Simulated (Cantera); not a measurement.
Cantera run:

```python
import numpy as np
import cantera as ct

gas_names = """
    H HNO HNO2 HNO3 HO2 H2 H2O H2O2 N NH NH2 NH3 NH2OH NO NO2 NO3 N2 N2H2 N2H4 N2O O OH O2 O3
""".split()
cond_names = """
    H2O(s) H2O(L)
""".split()


def load(file, names, dense=False):
    # The tables refer to 1 bar. Condensed volumes are neglected.
    table = {s.name: s for s in ct.Species.list_from_file(file)}
    out = []
    for n in names:
        d = dict(table[n].input_data)
        d["thermo"] = dict(d["thermo"], **{"reference-pressure": 1e5})
        if dense:
            d["equation-of-state"] = {"model": "constant-volume", "density": "1e6 g/cm^3"}
        out.append(ct.Species.from_dict(d))
    return out


gas = ct.Solution(thermo="ideal-gas", species=load("nasa_gas.yaml", gas_names))
cond = {s.name: ct.Solution(thermo="fixed-stoichiometry", species=[s], name=s.name)
        for s in load("nasa_condensed.yaml", cond_names, dense=True)}
atoms = {
    'H2O': {'H': 2, 'O': 1},
    'N2': {'N': 2},
}
top_T = {}  # K; cautious upper limits of use, not melting points


def equilibrate(T, P, feed):
    n = {}
    for name, mol in feed.items():
        for a, k in atoms[name].items():
            n[a] = n.get(a, 0.0) + k * mol
    gas.TPX = T, P, n
    mass = sum(n.values()) * gas.mean_molecular_weight
    gas.equilibrate("TP")
    valid = [c for c in cond.values() if c.min_temp <= T <= top_T.get(c.name, c.max_temp)]
    mix = ct.Mixture([(gas, mass / gas.mean_molecular_weight)] + [(c, 0.0) for c in valid])
    mix.T, mix.P = T, P
    mix.equilibrate("TP", solver="vcs", rtol=1e-11, max_steps=5000)
    return mix


results = []
feed = {'H2O': 1, 'N2': 1.8}  # mol
P = 24000  # Pa
for T in [1098, 1298, 1498, 1698, 1898, 2098, 2298, 2498, 2698, 2898, 3098, 3298, 3498]:
    mix = equilibrate(T, P, feed)
    results.append((T, P, feed, dict(zip(mix.species_names, mix.species_moles))))

top = {s: max(r[3][s] / sum(r[3][g] for g in gas_names) for r in results) for s in gas_names}
cols = sorted((s for s in top if top[s] > 1e-06), key=lambda s: -top[s])[:9]
seen = [c for c in cond_names if any(r[3].get(c, 0) > 1e-12 for r in results)]
print("log10 of partial pressures in bar; condensed amounts in mol")
print(f"{'T/K':>10s}" + "".join(f"{s[:9]:>10s}" for s in cols + seen))
for T, P, feed, n in results:
    ng = sum(n[g] for g in gas_names)
    print(f"{T:10.4g}" + "".join(f"{np.log10(max(n[s] / ng * P / 1e5, 1e-99)):10.3f}" for s in cols)
          + "".join(f"{n.get(c, 0):10.4g}" for c in seen))
```

Result:

```
log10 of partial pressures in bar; condensed amounts in mol
       T/K        N2       H2O         H         O        H2        OH        O2        NO         N
      1098    -0.812    -1.067   -10.870   -12.067    -6.526    -7.767    -6.886    -7.536   -19.712
      1298    -0.812    -1.067    -8.622    -9.609    -5.303    -6.273    -5.681    -6.264   -16.213
      1498    -0.812    -1.067    -6.966    -7.804    -4.402    -5.178    -4.800    -5.332   -13.645
      1698    -0.812    -1.068    -5.695    -6.423    -3.710    -4.342    -4.128    -4.620   -11.678
      1898    -0.813    -1.072    -4.689    -5.333    -3.164    -3.684    -3.601    -4.060   -10.124
      2098    -0.814    -1.081    -3.874    -4.453    -2.725    -3.156    -3.179    -3.610    -8.866
      2298    -0.818    -1.102    -3.204    -3.729    -2.370    -2.730    -2.840    -3.245    -7.827
      2498    -0.826    -1.144    -2.647    -3.129    -2.088    -2.388    -2.571    -2.948    -6.955
      2698    -0.842    -1.221    -2.187    -2.631    -1.875    -2.124    -2.369    -2.714    -6.217
      2898    -0.867    -1.353    -1.810    -2.223    -1.736    -1.942    -2.240    -2.540    -5.585
      3098    -0.904    -1.567    -1.515    -1.902    -1.680    -1.849    -2.194    -2.429    -5.042
      3298    -0.948    -1.892    -1.300    -1.665    -1.721    -1.859    -2.245    -2.384    -4.570
      3498    -0.988    -2.335    -1.161    -1.508    -1.860    -1.973    -2.398    -2.399    -4.153
```

Method: chemical equilibrium by Gibbs-energy minimisation in Cantera with the NASA 1993 tables (ideal gas, pure condensed phases).
